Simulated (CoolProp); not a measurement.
Vapour-liquid equilibrium of propane (1) + isohexane (2) at 298.1 K; x and y are mole fractions of (1).

Computed with CoolProp (multi-fluid Helmholtz-energy mixture model, Lemmon 2009 and Lemmon 2006; pair parameters Bell 2016).

```tsv
x	bubble pressure, mixture model (bar)	bubble pressure, Raoult's law (bar)	y, mixture model	y, Raoult's law
0.05	0.7150	0.7431	0.617	0.640
0.15	1.584	1.666	0.838	0.856
0.25	2.457	2.588	0.903	0.918
0.35	3.334	3.511	0.935	0.948
0.45	4.216	4.434	0.954	0.965
0.55	5.109	5.357	0.967	0.976
0.65	6.017	6.279	0.977	0.984
0.75	6.950	7.202	0.984	0.990
0.85	7.921	8.125	0.991	0.995
0.95	8.956	9.047	0.997	0.998
```

The largest gap from Raoult's law is -5.1 % in bubble pressure, at x = 0.25. No azeotrope shows between x = 0.05 and 0.95.

The pair parameters rest on a limited set of measurements; away from them the model extrapolates.
